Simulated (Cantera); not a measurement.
What does this Cantera script print?

```python
import numpy as np
import cantera as ct

gas = ct.Solution("gri30.yaml")
gas.TPX = 1650, 640000, {'CH4': 1, 'O2': 5.13, 'N2': 19.3, 'CO2': 2.8}
reactor = ct.IdealGasReactor(gas, energy="on", clone=False)
net = ct.ReactorNet([reactor])
net.rtol, net.atol = 1e-08, 1e-16
show = ['CH4', 'O2', 'CO2', 'C2H6', 'HCO']
times = np.geomspace(2e-06, 7, 14)

steps = ct.SolutionArray(gas, extra=["t"])
rows = []
print(f"{'t/s':>10s}{'T/K':>9s}{'P/Pa':>11s}" + "".join(f"{s:>11s}" for s in show))
for t in times:
    while net.time < t:
        t_next = net.step()
        steps.append(gas.state, t=t_next)
    rows.append([np.interp(t, steps.t, y) for y in (steps.T, steps.P, *steps(*show).X.T)])
    print(f"{t:10.3e}{rows[-1][0]:9.1f}{rows[-1][1]:11.4g}" + "".join(f"{x:11.3e}" for x in rows[-1][2:]))
rate = np.gradient(steps.T, steps.t)
print("integrator steps:", len(steps.t))
if steps.T.max() > steps.T[0] + 200:
    print(f"time of steepest temperature rise: {steps.t[rate.argmax()]:.4e} s")
gas.TPX = 1650, 640000, {'CH4': 1, 'O2': 5.13, 'N2': 19.3, 'CO2': 2.8}
gas.equilibrate("UV")
print(f"equilibrium (UV): T = {gas.T:.1f} K  " + "  ".join(f"{s} {gas[s].X[0]:.3e}" for s in show))
```

Result:

```
       t/s      T/K       P/Pa        CH4         O2        CO2       C2H6        HCO
 2.000e-06   1650.0    6.4e+05  3.542e-02  1.817e-01  9.919e-02  3.781e-09  1.517e-11
 6.374e-06   1649.9    6.4e+05  3.539e-02  1.817e-01  9.918e-02  1.935e-07  2.523e-10
 2.031e-05   1650.4  6.402e+05  3.511e-02  1.815e-01  9.918e-02  1.697e-05  1.059e-08
 6.474e-05   2177.8  8.632e+05  2.763e-07  1.190e-01  1.028e-01  8.108e-14  9.048e-08
 2.063e-04   2462.9  9.593e+05  1.270e-18  1.104e-01  1.302e-01  5.650e-34  6.939e-10
 6.576e-04   2461.0  9.585e+05  5.133e-19  1.100e-01  1.302e-01  3.237e-35  6.817e-10
 2.096e-03   2455.5  9.563e+05  4.817e-19  1.087e-01  1.303e-01  2.879e-35  6.487e-10
 6.680e-03   2444.4  9.517e+05  4.213e-19  1.062e-01  1.305e-01  2.249e-35  5.854e-10
 2.129e-02   2435.4  9.481e+05  3.773e-19  1.041e-01  1.307e-01  1.837e-35  5.390e-10
 6.785e-02   2434.6  9.478e+05  3.734e-19  1.039e-01  1.307e-01  1.801e-35  5.348e-10
 2.162e-01   2434.6  9.478e+05  3.734e-19  1.039e-01  1.307e-01  1.801e-35  5.348e-10
 6.892e-01   2434.6  9.478e+05  3.734e-19  1.039e-01  1.307e-01  1.801e-35  5.348e-10
 2.196e+00   2434.6  9.478e+05  3.734e-19  1.039e-01  1.307e-01  1.801e-35  5.348e-10
 7.000e+00   2434.6  9.478e+05  3.734e-19  1.039e-01  1.307e-01  1.801e-35  5.348e-10
integrator steps: 1592
time of steepest temperature rise: 6.3407e-05 s
equilibrium (UV): T = 2434.6 K  CH4 5.540e-19  O2 1.039e-01  CO2 1.307e-01  C2H6 3.169e-35  HCO 5.348e-10
```

Cantera simulation using GRI-Mech 3.0 (53 species, 325 reactions); the numbers are that mechanism's predictions, not measurements.
